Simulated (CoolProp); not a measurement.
Vapour-liquid equilibrium of propylene (1) + 1-butene (2) at 7.21 kPa; x and y are mole fractions of (1).

Model: multi-fluid Helmholtz-energy mixture model, Lemmon 2013 and Lemmon 2005; pair parameters Bell 2016, in CoolProp.

```tsv
x	bubble temperature (K)	y at the bubble point	dew temperature at overall composition x (K)	liquid density (mol/L)
0.05	209.3	0.317	213.6	12.39
0.125	203.6	0.579	212.5	12.68
0.2	199.4	0.720	211.4	12.95
0.275	196.0	0.805	210.1	13.21
0.35	193.3	0.859	208.7	13.47
0.425	191.0	0.897	207.2	13.72
0.5	189.0	0.924	205.6	13.98
0.575	187.3	0.944	203.7	14.23
0.65	185.8	0.960	201.6	14.49
0.725	184.5	0.972	199.2	14.75
0.8	183.3	0.982	196.2	15.02
0.875	182.2	0.990	192.4	15.29
0.95	181.2	0.996	186.8	15.57
```

No azeotrope shows between x = 0.05 and 0.95.

Pair parameters are fitted to limited data, so mixtures are less certain than the pure fluids.
